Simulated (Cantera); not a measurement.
Cantera run:

```python
import numpy as np
import cantera as ct

gas_names = """
    NO2 O3 NF3
""".split()
cond_names = """
    MgF2(s) MgF2(L) MgO(s) MgO(L)
""".split()


# ... load() reads the species with a 1 bar reference pressure and builds the phases ...
species = {s.name: s for s in load("nasa_gas.yaml", gas_names) + load("nasa_condensed.yaml", cond_names)}
# Each term lists the table entries of one substance; the one whose range holds T is used.
reactions = {
    '9 MgF2 + 6 NO2(g) = O3(g) + 9 MgO + 6 NF3(g)':
        [(-9, ['MgF2(s)', 'MgF2(L)']), (-6, ['NO2']), (1, ['O3']), (9, ['MgO(s)', 'MgO(L)']), (6, ['NF3'])],
}


def pick(names, T):
    return next(species[n] for n in names if species[n].thermo.min_temp <= T <= species[n].thermo.max_temp)


results = []
for label, terms in reactions.items():
    print(label)
    print("     T/K   dH/kJ  dS/(J/K)   dG/kJ   log10 K")
    for T in [1175, 1275, 1375, 1475, 1575, 1675, 1775, 1875, 1975]:
        used = [(nu, pick(names, T)) for nu, names in terms]
        dH = sum(nu * s.thermo.h(T) for nu, s in used) / 1e6
        dS = sum(nu * s.thermo.s(T) for nu, s in used) / 1e3
        dG = dH - T * dS / 1e3
        logK = -dG * 1e6 / (ct.gas_constant * T * np.log(10))
        results.append((label, T, dH, dS, dG, logK, [s.name for _, s in used]))
        print(f"{T:8g} {dH:8.1f} {dS:8.1f} {dG:8.1f} {logK:8.2f}")
```

Result:

```
9 MgF2 + 6 NO2(g) = O3(g) + 9 MgO + 6 NF3(g)
     T/K   dH/kJ  dS/(J/K)   dG/kJ   log10 K
    1175   3811.1     19.5   3788.2  -168.40
    1275   3806.6     15.8   3786.5  -155.12
    1375   3802.1     12.4   3785.1  -143.79
    1475   3797.7      9.3   3784.0  -134.00
    1575   3261.2   -340.0   3796.7  -125.91
    1675   3247.3   -348.6   3831.1  -119.47
    1775   3233.9   -356.3   3866.4  -113.78
    1875   3221.2   -363.3   3902.4  -108.71
    1975   3209.0   -369.6   3939.0  -104.18
```

Source: NASA polynomial tables (part measured, part estimated), evaluated in Cantera. Condensed species are held in their standard states even where they would react or evaporate.
